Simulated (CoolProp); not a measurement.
Values from CoolProp's reference Helmholtz-energy equation of state, Lemmon 2006. It is a short technical equation, of lower accuracy than the large ones.

Task: Give the vapour pressure (MPa), liquid density (kg/m³), enthalpy of vaporisation (kJ/kg), liquid viscosity (µPa s) of saturated n-nonane at 402.2 K.

Result: 
| T (K) | p (MPa) | liquid density (kg/m³) | enthalpy of vaporisation (kJ/kg) | liquid viscosity (µPa s) |
|---|---|---|---|---|
| 402.2 | 0.0549 | 628 | 302 | 246 |

Viscosity comes from a separate model (Huber 2004).
